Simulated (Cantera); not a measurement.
Charge: 1 mol CO2, 1.3 mol H2, 7.7 mol O2, held at 100 Torr.

Method: chemical equilibrium by Gibbs-energy minimisation in Cantera with the NASA 1993 tables (ideal gas, pure condensed phases). Candidate condensed phases: C, C6H6, C7H8, C8H18, H2O; 110 gas species. Rates play no part.

Task: At 2102 °C, list the 4 most abundant gas species with their mole fractions, and the condensed phases.

Result: O2 0.728, H2O 0.122, CO2 0.0990, OH 0.0240. Condensed: gas only.
